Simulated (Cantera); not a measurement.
Feed: 1 mol SiF4, 6.8 mol NO, 8.5 mol H2, 5.6 mol N2O, equilibrated at 1475 °C and 310 Pa.

Cantera equilibrium calculation (NASA polynomials, part measured and part estimated; ideal gas, pure solids and liquids). Candidate condensed phases: H2O, Si, SiO2, Si2N2O, Si3N4; 58 gas species. The tables hold silica as quartz up to 1696 K and as liquid above; real silica turns to tridymite and cristobalite and melts near 1996 K. Rates play no part.

Base state: N2 0.418, H2O 0.301, HF 0.186, O2 0.0893, OH 0.00296, NO 0.00165, H2 0.000591, O 0.000394 (mole fractions); condensed: SiO2(condensed).

### Question
What changes in the equilibrium state with this change: H2 from 8.5 to 0.95 mol?

### Answer
```tsv
species	before	after
N2	0.418	0.523
O2	0.0893	0.332
HF	0.186	0.110
H2O	0.301	0.000487
SiF4	6.74e-7	0.0309
SiF3	8.63e-9	1.94e-5
H2	0.000591	4.97e-7
H	9.97e-5	2.89e-6
SiO2(condensed), mol	1.000	0.470
```
The tables' values for SiF3 are old estimates; treat these amounts as uncertain.
